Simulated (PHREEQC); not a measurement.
A solution holds 0.21 mol NaH2PO4 and 0.0011 mol Na2HPO4 per kg of water, at 80 °C. Closed to the air; pH follows from the charge balance.

Computed with PHREEQC (ion-association model, phreeqc.dat).

Question: The ionic strength comes out as 0.214 mol/kgw. What activity coefficients do NaHPO4-, Na+, HPO4-2, H2PO4-, H+ get?

Answer: NaHPO4- 0.72, Na+ 0.72, HPO4-2 0.26, H2PO4- 0.72, H+ 0.78.

This is a speciation only: nothing precipitates in the calculation. Complexes and solids missing from the database can't appear. Constants without temperature data keep their 25 °C values here.
